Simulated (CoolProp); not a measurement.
A Linde-Hampson liquefier for ethylene: isothermal reversible compression at 300 K from 1 atm to 15 MPa, throttling to 1 atm, return gas leaving the recuperator 2 K below the feed. Each further row changes one setting.

Values from CoolProp's reference Helmholtz-energy equation of state, Smukala 2000.

| case | liquid yield per pass | compression work (kJ/kg of gas) |
|---|---|---|
| as stated | … | 360 |
| high pressure 30 MPa | … | … |
| warm-end temperature 330 K | … | … |
| warm-end gap 7 K | … | 360 |

Question: Some entries are withheld; supply them.

Answer: 
- as stated, liquid yield per pass: 0.464
- high pressure 30 MPa, liquid yield per pass: 0.479
- high pressure 30 MPa, compression work (kJ/kg of gas): 397
- warm-end temperature 330 K, liquid yield per pass: 0.356
- warm-end temperature 330 K, compression work (kJ/kg of gas): 425
- warm-end gap 7 K, liquid yield per pass: 0.457
